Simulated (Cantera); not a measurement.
An isothermal, constant-pressure homogeneous reactor starts with CO : O2 : H2O : N2 = 0.0052 : 0.0023 : 0.0012 : 1 (molar parts), equivalence ratio 1.1, at 1375 K and 1.40 bar.

Detailed kinetics in Cantera: GRI-Mech 3.0 (53 species, 325 reactions).

x: mole fraction; the columns are a selection and need not sum to one.

```json
[
 {"t (s)": "0.000300", "x CO": "0.00516", "x O2": "0.00228", "x H2O": "0.00119", "x HO2": "4.32e-11", "x N2O": "<1e-12", "x OH": "2.94e-10"},
 {"t (s)": "0.000884", "x CO": "0.00516", "x O2": "0.00228", "x H2O": "0.00119", "x HO2": "7.06e-10", "x N2O": "8.27e-12", "x OH": "2.81e-9"},
 {"t (s)": "0.00260", "x CO": "0.00515", "x O2": "0.00228", "x H2O": "0.00119", "x HO2": "[?]", "x N2O": "7.87e-10", "x OH": "[?]"},
 {"t (s)": "0.00766", "x CO": "0.00295", "x O2": "0.00117", "x H2O": "0.000904", "x HO2": "4.09e-7", "x N2O": "2.76e-7", "x OH": "5.48e-5"},
 {"t (s)": "0.0226", "x CO": "0.000949", "x O2": "0.000221", "x H2O": "0.00104", "x HO2": "8.23e-8", "x N2O": "1.13e-7", "x OH": "2.52e-5"},
 {"t (s)": "0.0665", "x CO": "0.000614", "x O2": "4.43e-5", "x H2O": "0.00110", "x HO2": "1.64e-8", "x N2O": "5.51e-8", "x OH": "1.00e-5"},
 {"t (s)": "0.196", "x CO": "0.000543", "x O2": "[?]", "x H2O": "0.00112", "x HO2": "[?]", "x N2O": "[?]", "x OH": "[?]"},
 {"t (s)": "0.576", "x CO": "0.000535", "x O2": "3.53e-7", "x H2O": "0.00113", "x HO2": "1.00e-10", "x N2O": "3.72e-9", "x OH": "7.74e-7"},
 {"t (s)": "1.70", "x CO": "0.000535", "x O2": "2.40e-8", "x H2O": "0.00113", "x HO2": "3.62e-12", "x N2O": "8.01e-10", "x OH": "1.83e-7"},
 {"t (s)": "5.00", "x CO": "0.000535", "x O2": "2.12e-9", "x H2O": "0.00113", "x HO2": "<1e-12", "x N2O": "2.24e-10", "x OH": "5.19e-8"}
]
```

Question: Complete the blanks.

Answer: 
- 0.00260, x HO2: 6.92e-8
- 0.00260, x OH: 2.54e-7
- 0.196, x O2: 5.27e-6
- 0.196, x HO2: 1.87e-9
- 0.196, x N2O: 1.80e-8
- 0.196, x OH: 3.25e-6
